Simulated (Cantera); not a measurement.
Cantera run:

```python
import numpy as np
import cantera as ct

gas_names = [...]  # 76 gases of nasa_gas.yaml made of C, H
cond_names = """
    C(gr) C6H6(L) C7H8(L) C8H18(L),n-octa
""".split()


# ... load() reads the species with a 1 bar reference pressure and builds the phases ...
atoms = {
    'n-butane': {'C': 4, 'H': 10},
    'H2': {'H': 2},
}
top_T = {'C(gr)': 4500}  # K; cautious upper limits of use, not melting points


# ... equilibrate(T, P, feed) seeds the gas with the atoms and calls Mixture.equilibrate('TP', solver="vcs", rtol=1e-11, max_steps=5000) ...
results = []
feed = {'n-butane': 1, 'H2': 4.5}  # mol
P = 1000  # Pa
for T in [2150, 2200, 2250, 2300, 2350, 2400, 2450, 2500, 2550, 2600, 2650]:
    mix = equilibrate(T, P, feed)
    results.append((T, P, feed, dict(zip(mix.species_names, mix.species_moles))))

top = {s: max(r[3][s] / sum(r[3][g] for g in gas_names) for r in results) for s in gas_names}
cols = sorted((s for s in top if top[s] > 0.001), key=lambda s: -top[s])[:6]
seen = [c for c in cond_names if any(r[3].get(c, 0) > 1e-12 for r in results)]
print("log10 of partial pressures in bar; condensed amounts in mol")
print(f"{'T/K':>10s}" + "".join(f"{s[:9]:>10s}" for s in cols + seen))
for T, P, feed, n in results:
    ng = sum(n[g] for g in gas_names)
    print(f"{T:10.4g}" + "".join(f"{np.log10(max(n[s] / ng * P / 1e5, 1e-99)):10.3f}" for s in cols)
          + "".join(f"{n.get(c, 0):10.4g}" for c in seen))
```

It prints:

```
log10 of partial pressures in bar; condensed amounts in mol
       T/K        H2         H C2H2,acet     C(gr)
      2150    -2.019    -3.385    -4.732     3.964
      2200    -2.026    -3.262    -4.617     3.953
      2250    -2.034    -3.146    -4.509     3.939
      2300    -2.044    -3.036    -4.408     3.921
      2350    -2.056    -2.932    -4.315     3.901
      2400    -2.072    -2.834    -4.229     3.876
      2450    -2.091    -2.742    -4.150     3.848
      2500    -2.113    -2.656    -4.079     3.815
      2550    -2.140    -2.576    -4.016     3.776
      2600    -2.172    -2.502    -3.962     3.731
      2650    -2.209    -2.434    -3.916     3.677
```

Equilibrium computed with Cantera from the NASA thermochemical tables; the gas is ideal and each condensed phase is pure.
